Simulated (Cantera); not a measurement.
An adiabatic, constant-volume homogeneous reactor starts with CH₄ : O₂ : N₂ = 1 : 3.28 : 12.3 (molar parts), equivalence ratio 0.61, at 1323 K and 4.93 atm. Integrator tolerance rtol = 1e-08.

Model: GRI-Mech 3.0 (53 species, 325 reactions), integrated in Cantera.

What does this change do: pressure from 4.93 atm to 9.87 atm?


| quantity | before | after |
|---|---|---|
| time of steepest temperature rise | 1.68 ms | 0.870 ms |
| temperature at 0.600 s | 2685 K | 2708 K |
| equilibrium temperature | 2685 K | 2708 K |
| x(CH₄) at 0.600 s | <1e-12 (gas-phase equilibrium <1e-12) | <1e-12 (gas-phase equilibrium <1e-12) |
| x(O₂) at 0.600 s | 0.0679 (gas-phase equilibrium 0.0679) | 0.0675 (gas-phase equilibrium 0.0675) |
| x(C₂H₂) at 0.600 s | <1e-12 (gas-phase equilibrium <1e-12) | <1e-12 (gas-phase equilibrium <1e-12) |
| x(CO₂) at 0.600 s | 0.0539 (gas-phase equilibrium 0.0539) | 0.0551 (gas-phase equilibrium 0.0551) |
| x(N₂O) at 0.600 s | 2.92e-6 (gas-phase equilibrium 2.92e-6) | 4.29e-6 (gas-phase equilibrium 4.29e-6) |
| x(CO) at 0.600 s | 0.00594 (gas-phase equilibrium 0.00594) | 0.00478 (gas-phase equilibrium 0.00478) |

What does this change do: CH4 1 to 0.52 parts?


```
quantity                                                            before                                      after
---------------------------------  ---------------------------------------  -----------------------------------------
time of steepest temperature rise                                  1.68 ms                                    1.30 ms
temperature at 0.600 s                                              2685 K                                     2173 K
equilibrium temperature                                             2685 K                                     2173 K
x(CH₄) at 0.600 s                    <1e-12 (gas-phase equilibrium <1e-12)      <1e-12 (gas-phase equilibrium <1e-12)
x(O₂) at 0.600 s                     0.0679 (gas-phase equilibrium 0.0679)        0.134 (gas-phase equilibrium 0.134)
x(C₂H₂) at 0.600 s                   <1e-12 (gas-phase equilibrium <1e-12)      <1e-12 (gas-phase equilibrium <1e-12)
x(CO₂) at 0.600 s                    0.0539 (gas-phase equilibrium 0.0539)      0.0321 (gas-phase equilibrium 0.0321)
x(N₂O) at 0.600 s                  2.92e-6 (gas-phase equilibrium 2.92e-6)    1.46e-6 (gas-phase equilibrium 1.46e-6)
x(CO) at 0.600 s                   0.00594 (gas-phase equilibrium 0.00594)  0.000154 (gas-phase equilibrium 0.000154)
```
